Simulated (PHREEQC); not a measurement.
# Hard or scaling water

A solution holds 0.054 mol BaCl2, 0.00059 mol CO2 and 0.00023 mol KCl per kg of water, at 20 °C and 100 atm. Closed to the air; pH follows from the charge balance.

Model: ion-association model, phreeqc.dat, run in PHREEQC.

Precipitation was switched off in this run.

**Question.** Predict the pH.

**Answer.** pH 4.74.

**Question.** In which forms is C present?

**Answer.** CO2 96 %, HCO3- 3.3 % of the C.

Under pressure, the constants of complexes without a molar volume in the database are unreliable.
